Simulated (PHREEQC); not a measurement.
Make-up at 5 °C: 14 mmol/kgw NiSO4, 0.13 mmol/kgw NaCl and 69 mmol/kgw NiCl2. Closed to the air; pH follows from the charge balance.

Computed with PHREEQC (ion-association model, wateq4f.dat).

```tsv
quantity	before	after
ionic strength (mol/kgw)	0.218	0.217
Ni+2 (mol/kgw)	0.0679	0.0684
SO4-2 (mol/kgw)	0.00710	0.00623
NiSO4 (mol/kgw)	0.00690	0.00776
NiCl+ (mol/kgw)	0.00659	0.00560
SI of Morenosite (NiSO4:7H2O)	-1.85	-2.54
```

Question: What was changed between the two runs?
A) NiCl2 from 0.069 to 0.0069 mol/kgw
B) diluted 100-fold with water
C) NiCl2 from 0.069 to 0.0138 mol/kgw
D) temperature from 5 to 35 °C
E) temperature from 5 to 80 °C

Answer: E, temperature from 5 to 80 °C

This is a speciation only: nothing precipitates in the calculation. In wateq4f.dat the enthalpy of Ni(OH)2 has the wrong sign, so its saturation index can't be trusted away from 25 °C. Away from 25 °C the constants follow the database's enthalpies or fits; those with neither stay at their 25 °C values.
